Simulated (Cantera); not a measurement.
A closed system holds: 1 mol SiC, 0.16 mol O2, 17 mol N2, 0.79 mol N2O, at 1873 K and 1.40 bar.

Method: chemical equilibrium by Gibbs-energy minimisation in Cantera with the NASA 1993 tables (ideal gas, pure condensed phases). Candidate condensed phases: C, Si, SiC, SiO2, Si2N2O, Si3N4; 34 gas species. Mutual solubility and eutectic melting of coexisting phases are not modelled. Equilibrium is a limit: real reactors are often held back by kinetics, nucleation or transport.

Base state: N2 0.959, CO 0.0406, SiO 0.000376 (mole fractions); condensed: SiC(s) + Si2N2O(s).

Problem. What changes in the equilibrium state with this change: SiC replaced by Si3N4?

Solution. 
```tsv
species	before	after
N2	0.959	1.000
SiO	0.000376	0.000191
CO	0.0406	0
SiC(s), mol	0.262	0
Si2N2O(s), mol	0.365	1.11
Si3N4(s), mol	0	0.261
```

Problem. What changes in the equilibrium state with this change: temperature from 1873 K to 1948.15 K?

Solution. 
```tsv
species	before	after
N2	0.959	0.958
CO	0.0406	0.0402
SiO	0.000376	0.00135
SiC(s), mol	0.262	0.268
Si2N2O(s), mol	0.365	0.354
```
